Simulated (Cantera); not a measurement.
Input (Python, Cantera) and output of one run.

```python
import numpy as np
import cantera as ct

gas_names = """
    B BH BH2 BH3 BN B2 H H2 N NH NH2 NH3 N2 N2H2 N2H4
""".split()
cond_names = """
    B(b) B(L) BN(s)
""".split()


# ... load() reads the species with a 1 bar reference pressure and builds the phases ...
atoms = {
    'BN': {'B': 1, 'N': 1},
    'H2': {'H': 2},
}
top_T = {'BN(s)': 3200}  # K; cautious upper limits of use, not melting points


# ... equilibrate(T, P, feed) seeds the gas with the atoms and calls Mixture.equilibrate('TP', solver="vcs", rtol=1e-11, max_steps=5000) ...
results = []
feed = {'BN': 1, 'H2': 0.14}  # mol
T = 1773  # K
P = 2000  # Pa
mix = equilibrate(T, P, feed)
results.append((T, P, feed, dict(zip(mix.species_names, mix.species_moles))))
x = sorted(zip(gas.X, gas.species_names), reverse=True)
print(f"T = {T:g} K  P = {P:g} Pa  gas = {mix.phase_moles(0):.4g} mol")
print("   x: " + "  ".join(f"{s} {v:.3e}" for v, s in x if v > 1e-05))
print("   condensed (mol): " + ("  ".join(f"{mix.phase(i).name} {mix.phase_moles(i):.4g}"
      for i in range(1, mix.n_phases) if mix.phase_moles(i) > 1e-12) or "none"))
```

It prints:

```
T = 1773 K  P = 2000 Pa  gas = 0.1402 mol
   x: H2 9.978e-01  H 2.009e-03  N2 1.282e-04  BH2 1.068e-04
   condensed (mol): B(b) 2.059e-05  BN(s) 1
```

Cantera equilibrium calculation (NASA polynomials, part measured and part estimated; ideal gas, pure solids and liquids). The tables' values for BH2 are old estimates; treat these amounts as uncertain.
